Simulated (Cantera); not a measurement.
Cantera run, input and output.

```python
import numpy as np
import cantera as ct

gas = ct.Solution("gri30.yaml")
gas.TPX = 900, 440, {'H2': 0.032, 'O2': 1, 'N2': 1.7}
reactor = ct.IdealGasConstPressureReactor(gas, energy="off", clone=False)
net = ct.ReactorNet([reactor])
net.rtol, net.atol = 1e-08, 1e-18
show = ['H2', 'O2', 'NO', 'NO2', 'H2O2', 'O']
times = np.geomspace(2e-05, 3, 15)

steps = ct.SolutionArray(gas, extra=["t"])
rows = []
print(f"{'t/s':>10s}{'T/K':>9s}{'P/Pa':>11s}" + "".join(f"{s:>11s}" for s in show))
for t in times:
    while net.time < t:
        t_next = net.step()
        steps.append(gas.state, t=t_next)
    rows.append([np.interp(t, steps.t, y) for y in (steps.T, steps.P, *steps(*show).X.T)])
    print(f"{t:10.3e}{rows[-1][0]:9.1f}{rows[-1][1]:11.4g}" + "".join(f"{x:11.3e}" for x in rows[-1][2:]))
rate = np.gradient(steps.T, steps.t)
print("integrator steps:", len(steps.t))
if steps.T.max() > steps.T[0] + 200:
    print(f"time of steepest temperature rise: {steps.t[rate.argmax()]:.4e} s")
gas.TPX = 900, 440, {'H2': 0.032, 'O2': 1, 'N2': 1.7}
gas.equilibrate("TP")
print(f"equilibrium (TP): T = {gas.T:.1f} K  " + "  ".join(f"{s} {gas[s].X[0]:.3e}" for s in show))
```

It prints:

```
       t/s      T/K       P/Pa         H2         O2         NO        NO2       H2O2          O
 2.000e-05    900.0        440  1.171e-02  3.660e-01  1.077e-33  1.292e-45  1.491e-21  6.274e-17
 4.685e-05    900.0        440  1.171e-02  3.660e-01  1.294e-32  3.298e-44  7.939e-21  3.321e-16
 1.098e-04    900.0        440  1.171e-02  3.660e-01  1.515e-31  8.174e-43  4.167e-20  1.723e-15
 2.572e-04    900.0        440  1.171e-02  3.660e-01  1.831e-30  2.005e-41  2.244e-19  9.068e-15
 6.024e-04    900.0        440  1.171e-02  3.660e-01  2.472e-29  6.860e-40  1.224e-18  4.702e-14
 1.411e-03    900.0        440  1.171e-02  3.660e-01  3.389e-28  3.038e-38  6.724e-18  2.340e-13
 3.306e-03    900.0        440  1.171e-02  3.660e-01  4.214e-27  1.482e-36  3.696e-17  1.114e-12
 7.746e-03    900.0        440  1.171e-02  3.660e-01  5.075e-26  8.005e-35  2.041e-16  5.674e-12
 1.815e-02    900.0        440  1.171e-02  3.660e-01  8.204e-25  5.964e-33  1.152e-15  4.683e-11
 4.251e-02    900.0        440  1.171e-02  3.660e-01  1.312e-22  5.332e-30  9.575e-15  2.454e-09
 9.960e-02    900.0        440  1.167e-02  3.660e-01  5.973e-15  7.123e-19  6.065e-11  2.098e-05
 2.333e-01    900.0        440  3.937e-04  3.597e-01  8.366e-09  1.429e-13  1.049e-08  3.803e-03
 5.466e-01    900.0        440  8.348e-05  3.610e-01  1.808e-08  8.471e-13  6.148e-09  1.884e-03
 1.281e+00    900.0        440  2.072e-05  3.619e-01  1.976e-08  3.160e-12  5.309e-09  5.410e-04
 3.000e+00    900.0        440  4.135e-06  3.622e-01  1.988e-08  1.127e-11  4.477e-09  1.148e-04
integrator steps: 1181
equilibrium (TP): T = 900.0 K  H2 9.501e-13  O2 3.623e-01  NO 1.086e-05  NO2 1.101e-07  H2O2 3.202e-13  O 4.918e-11
```

Cantera simulation using GRI-Mech 3.0 (53 species, 325 reactions); the numbers are that mechanism's predictions, not measurements. Radical loss at walls, strong at low pressure, is not modelled. Below about 950 K walls govern HO2 and H2O2 in real vessels.
